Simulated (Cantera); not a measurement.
## Equilibrium for silicon nitride deposition: Si2Cl6 + NH3 + N2

Charge: 1 mol Si2Cl6, 14 mol NH3, 6 mol N2, held at 1000 K and 133 Pa.

Method: chemical equilibrium by Gibbs-energy minimisation in Cantera with the NASA 1993 tables (ideal gas, pure condensed phases). Candidate condensed phases: NH4Cl, Si, Si3N4; 28 gas species. The feed counts by its element totals alone. Rates play no part.

```json
{
 "x(H2)": "0.505",
 "x(N2)": "0.327",
 "x(HCl)": "0.167",
 "x(SiCl4)": "0.000214",
 "x(SiHCl3)": "4.56e-6",
 "x(SiCl3)": "3.05e-6",
 "x(SiCl2)": "1.05e-6",
 "n(Si3N4(s))": "0.664 mol",
 "gas_amount": "35.66 mol",
 "log10 activity of Si(s) (absent)": "-4.95"
}
```
